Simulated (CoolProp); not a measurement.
Vapour-liquid equilibrium of R152A (1) + n-pentane (2) at -7.45 °C; x and y are mole fractions of (1).

Model: multi-fluid Helmholtz-energy mixture model, Outcalt 1996 and Thol 2019; pair parameters Bell 2016, in CoolProp.

```tsv
x	bubble pressure (kPa)	y at the bubble point	dew pressure at overall composition x (kPa)	liquid density (mol/L)
0.05	58.08	0.710	18.13	9.214
0.15	113.0	0.859	20.24	?
0.25	143.0	?	?	9.957
0.35	158.5	0.908	26.40	10.38
0.45	166.3	0.915	31.12	10.84
0.55	170.9	0.919	37.89	11.36
0.65	174.9	0.924	48.39	11.95
0.75	180.0	?	?	12.61
0.85	?	0.947	107.2	13.38
0.95	195.6	?	188.0	14.27
```

Question: Fill in the missing entries.

Answer: 
- 0.15, liquid density (mol/L): 9.571
- 0.25, y at the bubble point: 0.894
- 0.25, dew pressure at overall composition x (kPa): 22.92
- 0.75, y at the bubble point: 0.932
- 0.75, dew pressure at overall composition x (kPa): 66.84
- 0.85, bubble pressure (kPa): 186.9
- 0.95, y at the bubble point: 0.976

No azeotrope shows between x = 0.05 and 0.95.

Pair parameters are fitted to limited data, so mixtures are less certain than the pure fluids. With so large a gap from Raoult's law the liquid may split in two, which this calculation doesn't test in full.
